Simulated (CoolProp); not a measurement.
Computed with CoolProp (reference Helmholtz-energy equation of state, Zhou 2011).

### Question
Give the vapour pressure (MPa), liquid density (kg/m³), enthalpy of vaporisation (kJ/kg) of saturated dimethyl carbonate at 160.85, 171.55 °C.

### Answer
```
T (°C)  p (MPa)  liquid density (kg/m³)  enthalpy of vaporisation (kJ/kg)
------  -------  ----------------------  --------------------------------
160.85    0.633                     865                               320
171.55    0.789                     846                               310
```
